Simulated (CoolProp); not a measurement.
Vapour-liquid equilibrium of n-heptane (1) + p-xylene (2) at 0.0386 MPa; x and y are mole fractions of (1).

Values from CoolProp's multi-fluid Helmholtz-energy mixture model, Span 2003 and Zhou 2012; pair parameters Bell 2016.

```json
[
 {"x": "0.05", "bubble temperature, mixture model (K)": "374.3", "bubble temperature, Raoult's law (K)": "375.5", "y, mixture model": "0.176", "y, Raoult's law": "0.147"},
 {"x": "0.125", "bubble temperature, mixture model (K)": "368.8", "bubble temperature, Raoult's law (K)": "371.0", "y, mixture model": "0.364", "y, Raoult's law": "0.323"},
 {"x": "0.2", "bubble temperature, mixture model (K)": "364.5", "bubble temperature, Raoult's law (K)": "367.1", "y, mixture model": "0.495", "y, Raoult's law": "0.460"},
 {"x": "0.275", "bubble temperature, mixture model (K)": "360.9", "bubble temperature, Raoult's law (K)": "363.6", "y, mixture model": "0.592", "y, Raoult's law": "0.568"},
 {"x": "0.35", "bubble temperature, mixture model (K)": "357.9", "bubble temperature, Raoult's law (K)": "360.4", "y, mixture model": "0.668", "y, Raoult's law": "0.655"},
 {"x": "0.425", "bubble temperature, mixture model (K)": "355.3", "bubble temperature, Raoult's law (K)": "357.5", "y, mixture model": "0.728", "y, Raoult's law": "0.725"},
 {"x": "0.5", "bubble temperature, mixture model (K)": "353.0", "bubble temperature, Raoult's law (K)": "354.9", "y, mixture model": "0.778", "y, Raoult's law": "0.783"},
 {"x": "0.575", "bubble temperature, mixture model (K)": "351.0", "bubble temperature, Raoult's law (K)": "352.5", "y, mixture model": "0.822", "y, Raoult's law": "0.832"},
 {"x": "0.65", "bubble temperature, mixture model (K)": "349.1", "bubble temperature, Raoult's law (K)": "350.3", "y, mixture model": "0.860", "y, Raoult's law": "0.873"},
 {"x": "0.725", "bubble temperature, mixture model (K)": "347.4", "bubble temperature, Raoult's law (K)": "348.2", "y, mixture model": "0.894", "y, Raoult's law": "0.908"},
 {"x": "0.8", "bubble temperature, mixture model (K)": "345.7", "bubble temperature, Raoult's law (K)": "346.3", "y, mixture model": "0.925", "y, Raoult's law": "0.938"},
 {"x": "0.875", "bubble temperature, mixture model (K)": "344.2", "bubble temperature, Raoult's law (K)": "344.5", "y, mixture model": "0.955", "y, Raoult's law": "0.964"},
 {"x": "0.95", "bubble temperature, mixture model (K)": "342.7", "bubble temperature, Raoult's law (K)": "342.9", "y, mixture model": "0.982", "y, Raoult's law": "0.987"}
]
```

The largest gap from Raoult's law is -2.7 K in bubble temperature, at x = 0.275. No azeotrope shows between x = 0.05 and 0.95.

Pair parameters are fitted to limited data, so mixtures are less certain than the pure fluids.
